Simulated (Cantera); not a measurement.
A closed system holds: 1 mol CuO, 1.7 mol CH4, 6 mol H2, held at 0.100 bar.

Method: chemical equilibrium by Gibbs-energy minimisation in Cantera with the NASA 1993 tables (ideal gas, pure condensed phases). Candidate condensed phases: C, C6H6, C7H8, C8H18, Cu, CuO, Cu(OH)2, Cu2O, H2O; 113 gas species. Rates play no part.

At 1523 K, list the 5 most abundant gas species with their mole fractions, and the condensed phases.

H2 0.903, CO 0.0961, CH4 0.000188, Cu 0.000120, H 6.95e-5. Condensed: C(graphite) + Cu(l).
